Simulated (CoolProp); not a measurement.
Saturated liquid density (kg/m³) of benzene: the reference equation beside estimates from Tc = 562.0 K, pc = 4.906 MPa, ω = 0.211.

Values from CoolProp's reference Helmholtz-energy equation of state, Thol 2012.

```csv
T (K),reference,Soave-Redlich-Kwong,Peng-Robinson
288.1,884.1,804.8,905.9
292.8,879.1,801.0,901.9
297.6,874.0,797.0,897.7
302.4,868.9,793.0,893.4
307.1,863.9,789.0,889.1
311.9,858.7,784.9,884.7
316.6,853.7,780.7,880.3
321.4,848.5,776.4,875.7
326.2,843.3,772.0,870.9
330.9,838.1,767.7,866.2
335.7,832.9,763.1,861.3
340.4,827.7,758.6,856.4
```

Absolute difference from the reference over all 12 rows, mean and median: Soave-Redlich-Kwong 8.6 and 8.6 %, Peng-Robinson 3.0 and 3.1 %.
